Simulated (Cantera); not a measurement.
Input (Python, Cantera) and output of one run.

```python
import numpy as np
import cantera as ct

gas_names = [...]  # 123 gases of nasa_gas.yaml made of C, H, O, Si
cond_names = """
    C(gr) C6H6(L) C7H8(L) C8H18(L),n-octa H2O(s) H2O(L) Si(cr) Si(L) SiC(b) SiO2(Lqz) SiO2(hqz) SiO2(L)
""".split()


# ... load() reads the species with a 1 bar reference pressure and builds the phases ...
atoms = {
    'SiC': {'Si': 1, 'C': 1},
    'O2': {'O': 2},
    'H2': {'H': 2},
}
top_T = {'C(gr)': 4500, 'SiC(b)': 3050}  # K; cautious upper limits of use, not melting points


# ... equilibrate(T, P, feed) seeds the gas with the atoms and calls Mixture.equilibrate('TP', solver="vcs", rtol=1e-11, max_steps=5000) ...
results = []
feed = {'SiC': 1, 'O2': 0.099, 'H2': 5.2}  # mol
P = 100000  # Pa
for T in [1198, 1298, 1398, 1498, 1598, 1698, 1798, 1898, 1998, 2098, 2198]:
    mix = equilibrate(T, P, feed)
    results.append((T, P, feed, dict(zip(mix.species_names, mix.species_moles))))

top = {s: max(r[3][s] / sum(r[3][g] for g in gas_names) for r in results) for s in gas_names}
cols = sorted((s for s in top if top[s] > 0.0001), key=lambda s: -top[s])[:5]
seen = [c for c in cond_names if any(r[3].get(c, 0) > 1e-12 for r in results)]
print("log10 of partial pressures in bar; condensed amounts in mol")
print(f"{'T/K':>10s}" + "".join(f"{s[:9]:>10s}" for s in cols + seen))
for T, P, feed, n in results:
    ng = sum(n[g] for g in gas_names)
    print(f"{T:10.4g}" + "".join(f"{np.log10(max(n[s] / ng * P / 1e5, 1e-99)):10.3f}" for s in cols)
          + "".join(f"{n.get(c, 0):10.4g}" for c in seen))
```

Result:

```
log10 of partial pressures in bar; condensed amounts in mol
       T/K        H2        CO       SiO       CH4         H     C(gr)    SiC(b) SiO2(hqz)   SiO2(L)
      1198    -0.007    -4.286    -7.685    -1.809    -6.724     0.019    0.9011   0.09886         0
      1298    -0.004    -3.273    -6.406    -2.106    -5.972   0.05439    0.9024   0.09761         0
      1398    -0.004    -2.407    -5.314    -2.367    -5.327   0.04607    0.9112   0.08878         0
      1498    -0.006    -1.940    -4.279    -2.784    -4.768         0    0.9311   0.06866         0
      1598    -0.006    -1.905    -3.252    -3.393    -4.277         0    0.9324   0.06468         0
      1698    -0.008    -1.859    -2.355    -3.921    -3.844         0    0.9261         0   0.05051
      1798    -0.016    -1.738    -1.737    -4.273    -3.462         0     0.901         0         0
      1898    -0.017    -1.737    -1.737    -4.351    -3.115         0    0.9009         0         0
      1998    -0.017    -1.737    -1.738    -4.420    -2.803         0    0.9006         0         0
      2098    -0.018    -1.735    -1.740    -4.481    -2.521         0    0.9001         0         0
      2198    -0.019    -1.731    -1.746    -4.534    -2.264         0    0.8986         0         0
```

Equilibrium computed with Cantera from the NASA thermochemical tables; the gas is ideal and each condensed phase is pure. Mutual solubility and eutectic melting of coexisting phases are not modelled. The tables hold silica as quartz up to 1696 K and as liquid above; real silica turns to tridymite and cristobalite and melts near 1996 K. Gases not in the tables: Si2H6 and higher silanes.
